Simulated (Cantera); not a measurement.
Charge: 1 mol CHF3, 0.34 mol HCl, 1.5 mol CH4, equilibrated at 0.100 bar.

Method: chemical equilibrium by Gibbs-energy minimisation in Cantera with the NASA 1993 tables (ideal gas, pure condensed phases). Candidate condensed phases: C, C6H6, C7H8, C8H18; 118 gas species. Rates play no part.

Problem. At 1950 K, list the 4 most abundant gas species with their mole fractions, and the condensed phases.

Solution. HF 0.561, H2 0.373, HCl 0.0633, H 0.00221. Condensed: C(graphite).
